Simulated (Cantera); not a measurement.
Gas mixture: H2O : NO = 0.091 : 0.48 (molar parts), at 10.0 bar, frozen composition.

Cantera's kinetic-theory transport with the Lennard-Jones parameters of GRI-Mech 3.0, ideal gas; thermal conductivity in the multicomponent form. Polar gases are described roughly by these parameters. The composition is frozen, though it would react at the higher temperatures.

One state of this run: ρ (kg/m³) = 3.75; cp (J/kg/K) = 1227; μ (µPa s) = 39.2; λ (mW/m/K) = 70.5; Pr = 0.682; D (cm²/s) CO2 = 0.112; D (cm²/s) NO = 0.173; D (cm²/s) CH4 = 0.154. D: mixture-averaged diffusion coefficient of that species in the mixture.

Q: Which value of T (K) does it belong to?
A) 900
B) 1900
C) 650
D) 1400

A: A, 900
